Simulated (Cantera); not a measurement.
Input: 1 mol BCl3, 12 mol H2, 9 mol N2, 0.92 mol H2O, held at 13.0 Pa.

Cantera equilibrium calculation (NASA polynomials, part measured and part estimated; ideal gas, pure solids and liquids). Candidate condensed phases: B, BN, B2O3, B3O3H3, H2O, NH4Cl; 49 gas species. N2 is the only nitrogen source here; it is nearly inert below about 1500 K, so the nitride shown seldom forms there in practice. Mutual solubility and eutectic melting of coexisting phases are not modelled. Kinetics and transport are ignored.

### Question
Which condensed phases are stable at each of these points (T (°C)): 925, 1025, 1125, 1225, 1325, 1425, 1525, 1625, 1725, 1825, 1925?

### Answer
| T (°C) | condensed phases | B condensed (%) |
|---|---|---|
| 925 | BN(s) + B2O3(l) | 97.1 |
| 1025 | BN(s) + B2O3(l) | 81.4 |
| 1125 | BN(s) | 34.3 |
| 1225 | BN(s) | 21.4 |
| 1325 | BN(s) | 10.4 |
| 1425 | BN(s) | 0.7 |
| 1525 | gas only | 0.0 |
| 1625 | gas only | 0.0 |
| 1725 | gas only | 0.0 |
| 1825 | gas only | 0.0 |
| 1925 | gas only | 0.0 |

From 925 °C to 1025 °C the condensed part is BN(s) + B2O3(l). From 1125 °C to 1425 °C the condensed part is BN(s). From 1525 °C to 1925 °C nothing is condensed.
